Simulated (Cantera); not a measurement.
Input: 1 mol HMDSO, 0.13 mol O3, 7.3 mol H2, 0.33 mol H2O, at 0.150 bar.

Equilibrium computed with Cantera from the NASA thermochemical tables; the gas is ideal and each condensed phase is pure. Candidate condensed phases: C, C6H6, C7H8, C8H18, H2O, Si, SiC, SiO2; 123 gas species. The feed counts by its element totals alone. Gases not in the tables: Si2H6 and higher silanes. Equilibrium is a limit: real reactors are often held back by kinetics, nucleation or transport.

x: gas mole fraction; n: condensed amount in mol.

```csv
T (°C),x H2,x CO,x H,x C2H2 (acetylene),x SiO,n C(graphite),n SiC(s)
1250,0.906,0.0935,5.68e-5,1.07e-5,0.000202,2.28,2.00
1300,0.906,0.0935,(withheld),(withheld),(withheld),2.28,2.00
1350,0.906,0.0934,0.000170,3.16e-5,0.000294,2.29,1.99
1400,0.906,0.0934,0.000280,5.16e-5,0.000350,2.29,1.99
1450,0.906,0.0933,0.000448,8.20e-5,0.000411,2.29,1.99
1500,0.905,0.0932,0.000699,0.000127,0.000479,2.29,1.99
1550,0.905,0.0931,0.00106,0.000191,0.000552,2.29,1.99
1600,0.904,0.0930,(withheld),(withheld),(withheld),2.29,1.99
1650,0.904,0.0929,0.00231,0.000408,0.000719,2.29,1.99
1700,0.902,0.0928,0.00331,0.000578,0.000811,2.29,1.98
1750,0.901,0.0926,0.00465,0.000805,0.000909,2.28,1.98
1800,0.899,0.0924,0.00644,0.00110,0.00101,2.28,1.98
```

Q: What belongs in the gaps?

A: 
- 1300, x H: 9.99e-5
- 1300, x C2H2 (acetylene): 1.87e-5
- 1300, x SiO: 0.000245
- 1600, x H: 0.00158
- 1600, x C2H2 (acetylene): 0.000282
- 1600, x SiO: 0.000632
